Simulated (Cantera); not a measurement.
A jet of 1.41 % H2, 5.87 % O2, 92.7 % N2, equivalence ratio 0.12 at 300 K and 12000 Pa hits a platinum plate 8.1 cm away at a mass flux of 0.045 kg/m²/s; the plate temperature is set and raised in steps from an oxygen-covered start.

Model: Deutschmann's 1995 Pt surface mechanism with GRI-Mech 3.0 gas chemistry, integrated in Cantera. Catalytic surfaces can have several steady states; this one follows from the mechanism file's or the stated starting coverage.

One state of this run: wall x H2 = 0.000633; wall x O2 = 0.0443; wall x H2O = 0.0257; wall x OH = <1e-8; θ free Pt = 0.0718; θ O* = 0.926; θ OH* = 0.00204. x: mole fraction at the wall; θ: surface coverage.

Question: Which value of plate T (K) does it belong to?
(A) 650
(B) 700
(C) 750
(D) 550

Answer: C, 750
